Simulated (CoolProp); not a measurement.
Vapour-liquid equilibrium of ethylene (1) + carbon dioxide (2) at 249.2 K; x and y are mole fractions of (1).

Computed with CoolProp (multi-fluid Helmholtz-energy mixture model, Smukala 2000 and Span 1996; pair parameters Bell 2016).

**Question.** Give the bubble pressure and the first vapour's composition at x = 0.25, 0.65, 0.95. Is there an azeotrope?

**Answer.** x = 0.25: 2.144 MPa, y = 0.333; x = 0.65: 2.359 MPa, y = 0.660; x = 0.95: 2.307 MPa, y = 0.944. y crosses x between x = 0.65 and 0.75: the model has an azeotrope there.

The pair parameters rest on a limited set of measurements; away from them the model extrapolates.
